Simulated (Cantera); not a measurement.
Feed: 1 mol CS₂, 0.2 mol H₂O, equilibrated at 10.0 mbar.

Method: chemical equilibrium by Gibbs-energy minimisation in Cantera with the NASA 1993 tables (ideal gas, pure condensed phases). Candidate condensed phases: C, C₆H₆, C₇H₈, C₈H₁₈, H₂O, H₂SO₄, S; 123 gas species. Kinetics and transport are ignored.

At 1350 K, list the 6 most abundant gas species with their mole fractions, and the condensed phases.

CS₂ 0.580, CO 0.144, S₂ 0.128, H₂ 0.112, H₂S 0.0327, COS 0.00136. Condensed: gas only.
